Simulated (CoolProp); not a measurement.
Computed with CoolProp (reference Helmholtz-energy equation of state, Thol 2018).

**Question.** For hydrogen chloride, give the phase and the Z, cp (kJ/(kg K)), isothermal compressibility (1/MPa), expansivity (1/kK) at 305.8 K and 7140 kPa.

**Answer.** 
- 305.8 K and 7140 kPa: liquid; Z 0.130, cp 2.74, isothermal compressibility 0.0184, expansivity 9.32
